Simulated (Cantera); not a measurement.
What does this Cantera script print?

```python
import numpy as np
import cantera as ct

gas_names = """
    H H2 Si SiH SiH2 SiH3 SiH4 Si2 Si3
""".split()
cond_names = """
    Si(cr) Si(L)
""".split()


def load(file, names, dense=False):
    # The tables refer to 1 bar. Condensed volumes are neglected.
    table = {s.name: s for s in ct.Species.list_from_file(file)}
    out = []
    for n in names:
        d = dict(table[n].input_data)
        d["thermo"] = dict(d["thermo"], **{"reference-pressure": 1e5})
        if dense:
            d["equation-of-state"] = {"model": "constant-volume", "density": "1e6 g/cm^3"}
        out.append(ct.Species.from_dict(d))
    return out


gas = ct.Solution(thermo="ideal-gas", species=load("nasa_gas.yaml", gas_names))
cond = {s.name: ct.Solution(thermo="fixed-stoichiometry", species=[s], name=s.name)
        for s in load("nasa_condensed.yaml", cond_names, dense=True)}
atoms = {
    'SiH4': {'Si': 1, 'H': 4},
    'H2': {'H': 2},
}
top_T = {}  # K; cautious upper limits of use, not melting points


def equilibrate(T, P, feed):
    n = {}
    for name, mol in feed.items():
        for a, k in atoms[name].items():
            n[a] = n.get(a, 0.0) + k * mol
    gas.TPX = T, P, n
    mass = sum(n.values()) * gas.mean_molecular_weight
    gas.equilibrate("TP")
    valid = [c for c in cond.values() if c.min_temp <= T <= top_T.get(c.name, c.max_temp)]
    mix = ct.Mixture([(gas, mass / gas.mean_molecular_weight)] + [(c, 0.0) for c in valid])
    mix.T, mix.P = T, P
    mix.equilibrate("TP", solver="vcs", rtol=1e-11, max_steps=5000)
    return mix


results = []
feed = {'SiH4': 1, 'H2': 96}  # mol
T = 1073  # K
P = 10000  # Pa
mix = equilibrate(T, P, feed)
results.append((T, P, feed, dict(zip(mix.species_names, mix.species_moles))))
print(gas.report(threshold=0.001))
for i in range(1, mix.n_phases):
    print(f"{mix.phase(i).name:16s} {mix.phase_moles(i):12.5e} mol")
```

Result:

```
       temperature   1073 K
          pressure   10000 Pa
           density   0.0022597 kg/m^3
  mean mol. weight   2.016 kg/kmol
   phase of matter   gas

                          1 kg             1 kmol
                     ---------------   ---------------
          enthalpy         1.136e+07        2.2901e+07  J
   internal energy        6.9344e+06         1.398e+07  J
           entropy             93015        1.8752e+05  J/K
    Gibbs function       -8.8445e+07       -1.7831e+08  J
 heat capacity c_p             15133             30509  J/K
 heat capacity c_v             11009             22194  J/K

                      mass frac. Y      mole frac. X     chem. pot. / RT
                     ---------------   ---------------   ---------------
                H2                 1                 1           -19.986
     [   +8 minor]        8.2274e-07        9.4597e-08

Si(cr)            9.99995e-01 mol
```

Method: chemical equilibrium by Gibbs-energy minimisation in Cantera with the NASA 1993 tables (ideal gas, pure condensed phases).
